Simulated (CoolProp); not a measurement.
20 sccm (0 °C, 1 atm) of nitrogen bubbles through liquid n-octane at 285.1 K and leaves saturated at a total pressure of 0.00922 MPa (ideal gas phase). Each further row changes one setting.

The numbers come from the reference Helmholtz-energy equation of state, Beckmüller 2019 in CoolProp.

```json
[
 {"case": "as stated", "vapour pressure (kPa)": "0.862", "mole fraction of vapour": "0.0935", "delivery (mg/min)": "10.5", "delivery (sccm)": "?", "change of delivery for a bath 1 K warmer (%)": "?"},
 {"case": "bath temperature 290.1 K", "vapour pressure (kPa)": "?", "mole fraction of vapour": "?", "delivery (mg/min)": "?", "delivery (sccm)": "2.91", "change of delivery for a bath 1 K warmer (%)": "?"},
 {"case": "total pressure 0.0184 MPa", "vapour pressure (kPa)": "0.862", "mole fraction of vapour": "0.0468", "delivery (mg/min)": "?", "delivery (sccm)": "0.983", "change of delivery for a bath 1 K warmer (%)": "6.8"}
]
```

### Question
Fill in the missing entries.

### Answer

- as stated, delivery (sccm): 2.06
- as stated, change of delivery for a bath 1 K warmer (%): 7.2
- bath temperature 290.1 K, vapour pressure (kPa): 1.17
- bath temperature 290.1 K, mole fraction of vapour: 0.127
- bath temperature 290.1 K, delivery (mg/min): 14.8
- bath temperature 290.1 K, change of delivery for a bath 1 K warmer (%): 7.1
- total pressure 0.0184 MPa, delivery (mg/min): 5.01
